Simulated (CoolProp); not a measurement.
Saturation properties of CH3F (R41).

Values from CoolProp's reference Helmholtz-energy equation of state, Lemmon 2006. It is a short technical equation, of lower accuracy than the large ones.

```tsv
T (K)	p (MPa)	liquid density (kg/m³)	vapour density (kg/m³)	enthalpy of vaporisation (kJ/kg)	surface tension (mN/m)
165.1	0.01410	940.4	…	…	20.3
176.4	0.03263	918.4	…	511.9	…
187.6	0.06702	896.0	1.512	497.4	16.6
198.8	0.1257	872.7	2.721	482.0	14.9
210	0.2190	…	4.583	465.5	13.1
221.3	0.3603	…	7.350	447.4	11.4
232.5	0.5606	795.9	11.25	427.7	9.80
243.7	0.8357	767.2	16.67	405.8	8.22
254.9	1.202	…	24.11	381.2	6.70
266.2	1.682	701.8	34.38	352.8	…
277.4	2.286	663.7	48.50	319.9	3.84
```

### Question
Fill in the missing entries.

### Answer

- 165.1, vapour density (kg/m³): 0.3542
- 165.1, enthalpy of vaporisation (kJ/kg): 525.9
- 176.4, vapour density (kg/m³): 0.7737
- 176.4, surface tension (mN/m): 18.4
- 210, liquid density (kg/m³): 848.5
- 221.3, liquid density (kg/m³): 822.8
- 254.9, liquid density (kg/m³): 736.2
- 266.2, surface tension (mN/m): 5.22

It boils at 194.8 K under 1 atm.

Surface tension comes from a separate correlation (Mulero 2012).
